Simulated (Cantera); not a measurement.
Input: 1 mol FeCl₃, 32 mol H₂, equilibrated at 1900 K and 2.60 Pa.

Method: chemical equilibrium by Gibbs-energy minimisation in Cantera with the NASA 1993 tables (ideal gas, pure condensed phases). Candidate condensed phases: Fe, FeCl₂, FeCl₃; 11 gas species. Kinetics and transport are ignored.

Base state: H₂ 0.757, H 0.135, HCl 0.0710, Fe 0.0268, Cl 0.00958, FeCl₂ 5.06e-5 (mole fractions); condensed: gas only.

Task: What changes in the equilibrium state with this change: FeCl₃ replaced by PbF₂?

Result: 
| species | before | after |
|---|---|---|
| H₂ | 0.757 | 0.780 |
| H | 0.135 | 0.137 |
| HF | 0 | 0.0548 |
| HCl | 0.0710 | 0 |
| Pb | 0 | 0.0274 |
| Fe | 0.0268 | 0 |
| Cl | 0.00958 | 0 |
| FeCl₂ | 5.06e-5 | 0 |
Further candidate phases: Pb, PbF₂.

Task: What changes in the equilibrium state with this change: H₂ from 32 to 0.17 mol?

Result: 
```tsv
species	before	after
Cl	0.00958	0.445
FeCl₂	5.06e-5	0.333
HCl	0.0710	0.133
H₂	0.757	0.00123
H	0.135	0.00546
Fe	0.0268	0.0815
Cl₂	9.79e-9	2.12e-5
FeCl	5.06e-6	0.000715
```

Task: What changes in the equilibrium state with this change: H₂ from 32 to 1.1 mol?

Result: 
```json
[
 {"species": "HCl", "before": "0.0710", "after": "0.423"},
 {"species": "Cl", "before": "0.00958", "after": "0.184"},
 {"species": "Fe", "before": "0.0268", "after": "0.164"},
 {"species": "H₂", "before": "0.757", "after": "0.0733"},
 {"species": "FeCl₂", "before": "5.06e-5", "after": "0.114"},
 {"species": "H", "before": "0.135", "after": "0.0421"},
 {"species": "FeCl", "before": "5.06e-6", "after": "0.000592"}
]
```
